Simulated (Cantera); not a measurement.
A closed system holds: 1 mol Si, 2.7 mol F2, a varied amount of H2, 7.4 mol NF3, at 900 K and 0.728 Torr.

Cantera equilibrium calculation (NASA polynomials, part measured and part estimated; ideal gas, pure solids and liquids). Candidate condensed phases: Si, Si3N4; 37 gas species. Kinetics and transport are ignored.

### Question
At 7.5 mol H2, list the 4 most abundant gas species with their mole fractions, and the condensed phases.

### Answer
HF 0.555, F 0.226, N2 0.137, F2 0.0462. Condensed: gas only.
